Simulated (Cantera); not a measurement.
Charge: 1 mol B2O3, 7.3 mol F2, 11 mol H2, held at 1323 K and 0.00410 bar.

Method: chemical equilibrium by Gibbs-energy minimisation in Cantera with the NASA 1993 tables (ideal gas, pure condensed phases). Candidate condensed phases: B, B2O3, B3O3H3, H2O; 43 gas species. Gases not in the tables: H3BO3. Equilibrium is a limit: real reactors are often held back by kinetics, nucleation or transport.

Base state: HF 0.574, H2 0.203, H2O 0.113, BF3 0.0609, BOF 0.0458, HBO2 0.00280, B3O3F3 0.000150, H 1.12e-5 (mole fractions); condensed: gas only.

### Question
What changes in the equilibrium state with this change: pressure from 0.00410 bar to 7.20e-5 bar?

### Answer
| species | before | after |
|---|---|---|
| HF | 0.574 | 0.648 |
| H2 | 0.203 | 0.193 |
| BOF | 0.0458 | 0.0959 |
| H2O | 0.113 | 0.0554 |
| BF3 | 0.0609 | 0.00581 |
| B3O3F3 | 0.000150 | 4.22e-7 |
| H | 1.12e-5 | 8.21e-5 |
